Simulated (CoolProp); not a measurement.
Chloromethane (R40) along the isobar 34700 kPa: density (kg/m³) from the reference equation and from simpler models built on Tc = 145.5 °C, pc = 6929 kPa, ω = 0.150; each cubic takes its own stable root.

Values from CoolProp's reference Helmholtz-energy equation of state, Thol 2014.

| T (°C) | phase | reference |
|---|---|---|
| 137.95 | liquid | 783.5 |
| 143.85 | liquid | 772.8 |
| 149.85 | supercritical | 761.8 |
| 155.75 | supercritical | 750.9 |
| 161.65 | supercritical | 739.9 |
| 167.55 | supercritical | 728.8 |
| 173.55 | supercritical | 717.5 |
| 179.45 | supercritical | 706.2 |
| 185.35 | supercritical | 694.8 |
| 191.25 | supercritical | 683.4 |
| 197.25 | supercritical | 671.6 |
| 203.15 | supercritical | 660.0 |
| 209.05 | supercritical | 648.4 |
| 214.95 | supercritical | 636.7 |
| 220.95 | supercritical | 624.8 |
| 226.85 | supercritical | 613.1 |

Task: How far does each simpler model (van der Waals, Redlich-Kwong, Soave-Redlich-Kwong, Peng-Robinson) lie from the reference over these 16 states: mean and median of the absolute difference, and the worst?

Result: 
- van der Waals: mean 24.4 %, median 24.6 %, worst -28.4 % at 137.95 °C and 34700 kPa
- Redlich-Kwong: mean 7.1 %, median 7.3 %, worst -7.7 % at 137.95 °C and 34700 kPa
- Soave-Redlich-Kwong: mean 8.4 %, median 8.4 %, worst -9.1 % at 226.85 °C and 34700 kPa
- Peng-Robinson: mean 1.4 %, median 1.3 %, worst +3.1 % at 137.95 °C and 34700 kPa
